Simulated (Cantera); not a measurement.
Feed: 1 mol SiCl4, 1 mol Cl2, 0.46 mol H2, at 750 Torr.

These are equilibrium values from Cantera (NASA tables, ideal gas, pure condensed phases), not measurements of a reactor. Candidate condensed phases: Si; 19 gas species. The numbers say what is thermodynamically allowed, not how fast it happens. All values below are at 1077 °C.

Base state: SiCl4 0.405, HCl 0.372, Cl2 0.214, Cl 0.00882 (mole fractions); condensed: gas only.

What changes in the equilibrium state with this change: pressure from 750 Torr to 1350 Torr?


```csv
species,before,after
SiCl4,0.405,0.405
HCl,0.372,0.373
Cl2,0.214,0.215
Cl,0.00882,0.00660
```
